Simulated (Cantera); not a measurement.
Input (Python, Cantera) and output of one run.

```python
import numpy as np
import cantera as ct

gas_names = """
    Hg N NO NO2 NO3 N2 N2O O O2 O3
""".split()
cond_names = """
    Hg(cr) Hg(L) HgO(s)
""".split()


# ... load() reads the species with a 1 bar reference pressure and builds the phases ...
atoms = {
    'HgO': {'Hg': 1, 'O': 1},
    'O2': {'O': 2},
    'N2': {'N': 2},
}
top_T = {}  # K; cautious upper limits of use, not melting points


# ... equilibrate(T, P, feed) seeds the gas with the atoms and calls Mixture.equilibrate('TP', solver="vcs", rtol=1e-11, max_steps=5000) ...
results = []
feed = {'HgO': 1, 'O2': 0.025, 'N2': 0.47}  # mol
T = 450  # K
P = 13332.2  # Pa
mix = equilibrate(T, P, feed)
results.append((T, P, feed, dict(zip(mix.species_names, mix.species_moles))))
print(gas.report(threshold=1e-06))
for i in range(1, mix.n_phases):
    print(f"{mix.phase(i).name:16s} {mix.phase_moles(i):12.5e} mol")
```

Result:

```
       temperature   450 K
          pressure   13332 Pa
           density   0.10055 kg/m^3
  mean mol. weight   28.217 kg/kmol
   phase of matter   gas

                          1 kg             1 kmol
                     ---------------   ---------------
          enthalpy        1.5754e+05        4.4455e+06  J
   internal energy             24948        7.0398e+05  J
           entropy            7894.3        2.2275e+05  J/K
    Gibbs function       -3.3949e+06       -9.5794e+07  J
 heat capacity c_p            1044.5             29473  J/K
 heat capacity c_v            749.84             21158  J/K

                      mass frac. Y      mole frac. X     chem. pot. / RT
                     ---------------   ---------------   ---------------
                Hg         8.627e-05        1.2136e-05           -18.159
                N2           0.94264           0.94948           -25.373
                O2          0.057278           0.05051           -29.939
     [   +7 minor]        2.0275e-09        1.2522e-09

Hg(L)             0.00000e+00 mol
HgO(s)            9.99994e-01 mol
```

Cantera equilibrium calculation (NASA polynomials, part measured and part estimated; ideal gas, pure solids and liquids).
